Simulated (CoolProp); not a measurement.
A Linde-Hampson liquefier for CF4 (R14): isothermal reversible compression at 320 K from 1 atm to 40 MPa, throttling to 1 atm, return gas leaving the recuperator 10 K below the feed. Each further row changes one setting.

Computed with CoolProp (reference Helmholtz-energy equation of state, Platzer 1990). This equation is an older, rougher fit; its heat capacities, sound speeds and derivatives of the liquid may be far off and weren't checked against measurements.

```
case                        liquid yield per pass  compression work (kJ/kg of gas)
--------------------------  ---------------------  -------------------------------
as stated                                   0.230                              169
warm-end temperature 350 K                  0.179                              190
warm-end gap 15 K                           0.218                              169
```
